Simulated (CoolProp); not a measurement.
Values from CoolProp's reference Helmholtz-energy equation of state, Leachman 2009.

**Question.** For normal hydrogen, give the phase and the Joule-Thomson coefficient (K/MPa), conductivity (mW/(m K)) at 44.3 K and 0.101 MPa; 52.5 K and 0.101 MPa; 68.8 K and 0.101 MPa.

**Answer.** 
- 44.3 K and 0.101 MPa: gas; Joule-Thomson coefficient 5.73, conductivity 34.1
- 52.5 K and 0.101 MPa: gas; Joule-Thomson coefficient 4.43, conductivity 39.3
- 68.8 K and 0.101 MPa: gas; Joule-Thomson coefficient 2.83, conductivity 49.3

Thermal conductivity comes from a separate model (Assael 2011).
